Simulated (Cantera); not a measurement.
Reactions in the system N-O-V

Source: NASA polynomial tables (part measured, part estimated), evaluated in Cantera. Values are per mole of reaction as written; species without (g) are pure solids or liquids, kept so even where they would boil at 1 bar. VN: taken at fixed stoichiometry.

V2O3 + 7 NO(g) ⇌ 5 NO2(g) + 2 VN

```json
[
 {"T (K)": "550", "ΔH° (kJ)": "307.5", "ΔS° (J/K)": "-320.9", "ΔG° (kJ)": "484.0", "log10 K": "-45.97"},
 {"T (K)": "650", "ΔH° (kJ)": "305.8", "ΔS° (J/K)": "-323.9", "ΔG° (kJ)": "516.3", "log10 K": "-41.49"},
 {"T (K)": "750", "ΔH° (kJ)": "304.6", "ΔS° (J/K)": "-325.6", "ΔG° (kJ)": "548.8", "log10 K": "-38.22"},
 {"T (K)": "850", "ΔH° (kJ)": "303.8", "ΔS° (J/K)": "-326.5", "ΔG° (kJ)": "581.4", "log10 K": "-35.73"},
 {"T (K)": "950", "ΔH° (kJ)": "303.3", "ΔS° (J/K)": "-327.1", "ΔG° (kJ)": "614.1", "log10 K": "-33.76"},
 {"T (K)": "1050", "ΔH° (kJ)": "302.9", "ΔS° (J/K)": "-327.5", "ΔG° (kJ)": "646.8", "log10 K": "-32.18"},
 {"T (K)": "1150", "ΔH° (kJ)": "302.6", "ΔS° (J/K)": "-327.8", "ΔG° (kJ)": "679.6", "log10 K": "-30.87"},
 {"T (K)": "1250", "ΔH° (kJ)": "302.3", "ΔS° (J/K)": "-328.1", "ΔG° (kJ)": "712.4", "log10 K": "-29.77"},
 {"T (K)": "1350", "ΔH° (kJ)": "302.0", "ΔS° (J/K)": "-328.3", "ΔG° (kJ)": "745.2", "log10 K": "-28.83"},
 {"T (K)": "1450", "ΔH° (kJ)": "301.6", "ΔS° (J/K)": "-328.6", "ΔG° (kJ)": "778.0", "log10 K": "-28.03"},
 {"T (K)": "1550", "ΔH° (kJ)": "301.2", "ΔS° (J/K)": "-328.8", "ΔG° (kJ)": "810.9", "log10 K": "-27.33"}
]
```

10 N(g) + V2O5 ⇌ 5 N2O(g) + 2 V

```tsv
T (K)	ΔH° (kJ)	ΔS° (J/K)	ΔG° (kJ)	log10 K	condensed phases
550	-2790.9	-561.4	-2482.2	235.73	V2O5(s), V(s)
650	-2798.9	-574.7	-2425.3	194.90	V2O5(s), V(s)
750	-2806.1	-585.0	-2367.3	164.87	V2O5(s), V(s)
850	-2812.6	-593.2	-2308.4	141.85	V2O5(s), V(s)
950	-2883.2	-668.3	-2248.2	123.61	V2O5(l), V(s)
1050	-2889.4	-674.6	-2181.1	108.50	V2O5(l), V(s)
1150	-2895.1	-679.7	-2113.4	95.99	V2O5(l), V(s)
1250	-2900.1	-683.9	-2045.2	85.46	V2O5(l), V(s)
1350	-2904.6	-687.4	-1976.6	76.48	V2O5(l), V(s)
1450	-2908.5	-690.2	-1907.7	68.72	V2O5(l), V(s)
1550	-2911.9	-692.5	-1838.6	61.96	V2O5(l), V(s)
```
